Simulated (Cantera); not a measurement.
What does this Cantera script print?

```python
import numpy as np
import cantera as ct

gas_names = """
    H HNO HNO2 HNO3 HO2 H2 H2O H2O2 N NH NH2 NH3 NH2OH NO NO2 NO3 N2 N2H2 N2H4 N2O O OH O2 O3 Si SiH
    SiH2 SiH3 SiH4 SiN SiO SiO2 Si2 Si2N Si3
""".split()
cond_names = """
    H2O(s) H2O(L) Si(cr) Si(L) SiO2(Lqz) SiO2(hqz) SiO2(L) Si2N2O(s) Si3N4(a)
""".split()


# ... load() reads the species with a 1 bar reference pressure and builds the phases ...
atoms = {
    'Si2H6': {'Si': 2, 'H': 6},
    'NO': {'N': 1, 'O': 1},
    'N2': {'N': 2},
}
top_T = {'Si2N2O(s)': 2100, 'Si3N4(a)': 2400}  # K; cautious upper limits of use, not melting points


# ... equilibrate(T, P, feed) seeds the gas with the atoms and calls Mixture.equilibrate('TP', solver="vcs", rtol=1e-11, max_steps=5000) ...
results = []
feed = {'Si2H6': 1, 'NO': 30, 'N2': 48}  # mol
P = 13332.2  # Pa
for T in [675, 725, 775, 825, 875, 925, 975, 1025, 1075, 1125, 1175, 1225, 1275, 1325]:
    mix = equilibrate(T, P, feed)
    results.append((T, P, feed, dict(zip(mix.species_names, mix.species_moles))))

top = {s: max(r[3][s] / sum(r[3][g] for g in gas_names) for r in results) for s in gas_names}
cols = sorted((s for s in top if top[s] > 0.001), key=lambda s: -top[s])[:7]
seen = [c for c in cond_names if any(r[3].get(c, 0) > 1e-12 for r in results)]
print("log10 of partial pressures in bar; condensed amounts in mol")
print(f"{'T/K':>10s}" + "".join(f"{s[:9]:>10s}" for s in cols + seen))
for T, P, feed, n in results:
    ng = sum(n[g] for g in gas_names)
    print(f"{T:10.4g}" + "".join(f"{np.log10(max(n[s] / ng * P / 1e5, 1e-99)):10.3f}" for s in cols)
          + "".join(f"{n.get(c, 0):10.4g}" for c in seen))
```

Result:

```
log10 of partial pressures in bar; condensed amounts in mol
       T/K        N2        O2       H2O SiO2(Lqz) SiO2(hqz)
       675    -0.965    -1.704    -2.287         2         0
       725    -0.965    -1.704    -2.287         2         0
       775    -0.965    -1.704    -2.287         2         0
       825    -0.965    -1.704    -2.287         2         0
       875    -0.965    -1.704    -2.287         0         2
       925    -0.965    -1.704    -2.287         0         2
       975    -0.965    -1.704    -2.287         0         2
      1025    -0.965    -1.704    -2.287         0         2
      1075    -0.965    -1.704    -2.287         0         2
      1125    -0.965    -1.704    -2.287         0         2
      1175    -0.965    -1.704    -2.287         0         2
      1225    -0.965    -1.704    -2.287         0         2
      1275    -0.965    -1.704    -2.287         0         2
      1325    -0.965    -1.704    -2.287         0         2
```

These are equilibrium values from Cantera (NASA tables, ideal gas, pure condensed phases), not measurements of a reactor. The feed counts by its element totals alone. The tables hold silica as quartz up to 1696 K and as liquid above; real silica turns to tridymite and cristobalite and melts near 1996 K.
